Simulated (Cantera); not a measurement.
Standard-state values (1 bar) from the NASA 1993 polynomials, evaluated with Cantera. Values are per mole of reaction as written; species without (g) are pure solids or liquids, kept so even where they would boil at 1 bar.

Problem. Between 2075 and 2475 K, where is each reaction favourable under standard conditions?
- 6 CuF₂ + O₃(g) = 12 F(g) + 3 Cu₂O

Solution. 
- 6 CuF₂ + O₃(g) = 12 F(g) + 3 Cu₂O: ΔG° is 804 kJ at 2075 K and 342 kJ at 2475 K; it stays positive (K < 1). ΔH° is 3174 kJ and ΔS° 1144 J/K at 2475 K.
